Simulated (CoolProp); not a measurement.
50 sccm (0 °C, 1 atm) of nitrogen bubbles through liquid ethylbenzene at 337.2 K and leaves saturated at a total pressure of 0.0927 MPa (ideal gas phase). Each further row changes one setting.

Computed with CoolProp (reference Helmholtz-energy equation of state, Zhou 2012).

```tsv
case	vapour pressure (kPa)	mole fraction of vapour	delivery (mg/min)	delivery (sccm)	change of delivery for a bath 1 K warmer (%)
as stated	8.82	0.0951	24.9	5.26	4.8
bath temperature 342.2 K	10.9	0.117	31.5	6.64	4.8
total pressure 0.185 MPa	8.82	0.0477	11.9	2.50	4.6
```
